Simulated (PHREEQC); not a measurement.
# Copper plating or etch bath: speciation

Solution (25 °C): 0.11 mol/kgw CuSO4, 0.0052 mol/kgw H2SO4 and 0.0013 mol/kgw FeCl3. Closed to the air; pH follows from the charge balance.

Equilibrium calculation in PHREEQC: ion-association model, phreeqc.dat.

No solid was allowed to form.

Question: What pH, ionic strength does the model give?

Answer: pH 2.49; ionic strength 0.232 mol/kgw.

Question: In which forms is Cl present?

Answer: Cl- 95 %, CuCl+ 4.6 % of the Cl.

The solution is supersaturated, for example in Hematite (slow to form), Goethite (slow to form), so a real one may precipitate; this is no full list.
